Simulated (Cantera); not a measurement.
Ammonia decomposition in nitride growth gas

A perfectly stirred reactor is fed with NH3 : N2 = 1 : 6.4 (molar parts), at 10.00 Torr; it is held at 2025 K, and followed from long to short residence time.

Model: the gas-phase N/H chemistry of the illustrative SiF4/NH3 mechanism in the Surface Chemkin manual (1991), integrated in Cantera. Walls and surfaces, which speed up NH3 decomposition in real reactors, are not modelled.

```json
[
 {"τ (s)": "0.97", "x NH3": "0.0637", "x H": "0.000175", "x N2H2": "8.58e-7", "x NH": "1.63e-5", "x N2H4": "5.94e-10", "x N": "2.34e-6"},
 {"τ (s)": "0.23", "x NH3": "0.104", "x H": "7.60e-5", "x N2H2": "1.70e-6", "x NH": "1.81e-5", "x N2H4": "1.53e-9", "x N": "1.68e-6"},
 {"τ (s)": "0.054", "x NH3": "0.127", "x H": "2.37e-5", "x N2H2": "1.97e-6", "x NH": "1.31e-5", "x N2H4": "2.65e-9", "x N": "4.91e-7"},
 {"τ (s)": "0.013", "x NH3": "0.134", "x H": "3.26e-6", "x N2H2": "7.42e-7", "x NH": "4.87e-6", "x N2H4": "1.44e-9", "x N": "3.89e-8"},
 {"τ (s)": "0.0030", "x NH3": "0.135", "x H": "6.68e-7", "x N2H2": "4.40e-8", "x NH": "7.02e-7", "x N2H4": "1.10e-10", "x N": "3.14e-9"},
 {"τ (s)": "0.00069", "x NH3": "0.135", "x H": "5.60e-7", "x N2H2": "1.72e-9", "x NH": "4.04e-8", "x N2H4": "5.74e-12", "x N": "1.09e-10"},
 {"τ (s)": "0.00016", "x NH3": "0.135", "x H": "5.03e-7", "x N2H2": "6.65e-11", "x NH": "1.55e-9", "x N2H4": "<1e-12", "x N": "<1e-12"}
]
```
x: mole fraction; the columns are a selection and need not sum to one.
